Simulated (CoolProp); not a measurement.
n-butane along the isobar 43.7 bar: fugacity coefficient from the reference equation and from simpler models built on Tc = 425.1 K, pc = 37.96 bar, ω = 0.201; each cubic takes its own stable root.

Model: reference Helmholtz-energy equation of state, Bücker 2006, in CoolProp.

| T (K) | phase | reference | van der Waals | Redlich-Kwong | Soave-Redlich-Kwong | Peng-Robinson |
|---|---|---|---|---|---|---|
| 381.7 | liquid | … | 0.4714 | 0.3898 | 0.3627 | 0.3486 |
| 403.1 | liquid | 0.4666 | 0.5512 | 0.4944 | 0.4791 | 0.4606 |
| 424.6 | liquid | 0.5883 | 0.6285 | 0.5974 | 0.5971 | 0.5745 |
| 446.1 | supercritical | 0.6782 | 0.6918 | 0.6738 | 0.6814 | 0.6562 |
| 467.6 | supercritical | 0.7310 | 0.7317 | … | 0.7330 | 0.7070 |
| 489.1 | supercritical | 0.7720 | 0.7628 | 0.7573 | 0.7737 | 0.7475 |
| 510.6 | supercritical | 0.8054 | 0.7888 | 0.7877 | 0.8073 | 0.7812 |
| 532 | supercritical | 0.8331 | 0.8109 | 0.8133 | 0.8355 | 0.8097 |
| 553.5 | supercritical | 0.8566 | … | 0.8352 | 0.8596 | 0.8342 |
| 575 | supercritical | 0.8766 | 0.8467 | 0.8541 | 0.8802 | 0.8554 |

Q: Some entries are withheld; supply them.

A: 
- 381.7, reference: 0.3513
- 467.6, Redlich-Kwong: 0.7206
- 553.5, van der Waals: 0.8300
